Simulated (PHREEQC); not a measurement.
Dissolve 3 mmol/kgw FeCl3, 12 mmol/kgw NiCl2, 0.032 mmol/kgw H2SO4 and 0.71 mmol/kgw Na2SO4 at 25 °C. Closed to the air; pH follows from the charge balance.

Computed with PHREEQC (ion-association model, wateq4f.dat).

| quantity | before | after |
|---|---|---|
| pH | 2.76 | 2.81 |
| ionic strength (mol/kgw) | 0.0494 | 0.0482 |
| SO4-2 (mol/kgw) | 0.000296 | 0.000374 |
| HSO4- (mol/kgw) | 2.79e-5 | 3.20e-5 |

Q: Which change was made?
A. diluted 5-fold with water
B. temperature from 25 to 60 °C
C. 0.00095 mol/kgw NaHF2 added
D. Na2SO4 replaced by MgSO4 at the same molality
E. FeCl3 replaced by AlCl3 at the same molality

A: C, 0.00095 mol/kgw NaHF2 added

This is a speciation only: nothing precipitates in the calculation. Some of these states are supersaturated (in Hematite (slow to form), Goethite (slow to form), for instance). Fluoro complexes past AlF4- and FeF3 are missing from the database.
